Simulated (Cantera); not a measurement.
An isothermal plug-flow reactor at 875 K and 5.00 bar (inlet), inlet velocity 1.9 m/s, active area per volume 1800 1/m; feed 0.825 % CO, 8.70 % O2, 90.5 % N2, equivalence ratio 0.047.

Model: Deutschmann's 1995 Pt surface mechanism with GRI-Mech 3.0 gas chemistry, integrated in Cantera. Catalytic surfaces can have several steady states; this one follows from the mechanism file's or the stated starting coverage. Mass transfer to the wall is taken as infinitely fast.

x: gas mole fraction; θ: surface coverage.

```tsv
z (m)	x CO	x O2	x H2O	x CO2	θ free Pt	θ O*	θ CO*
0.00025	0.00277	0.0845	<1e-12	0.00550	0.0684	0.929	0.00216
0.00049	[?]	0.0842	<1e-12	[?]	[?]	0.938	[?]
0.00094	0.00128	0.0838	<1e-12	0.00699	0.0549	0.944	0.000634
0.0018	0.000608	0.0835	<1e-12	0.00767	0.0511	0.949	0.000259
0.0035	[?]	0.0833	<1e-12	0.00812	0.0490	0.951	[?]
0.0068	1.41e-5	0.0833	<1e-12	0.00827	0.0484	0.952	5.38e-6
0.013	1.50e-7	0.0833	<1e-12	0.00828	0.0483	0.952	5.72e-8
0.025	2.30e-11	0.0833	<1e-12	0.00828	0.0483	0.952	8.75e-12
```

Q: What belongs in the gaps?

A: 
- 0.00049, x CO: 0.00204
- 0.00049, x CO2: 0.00623
- 0.00049, θ free Pt: 0.0605
- 0.00049, θ CO*: 0.00123
- 0.0035, x CO: 0.000162
- 0.0035, θ CO*: 6.35e-5
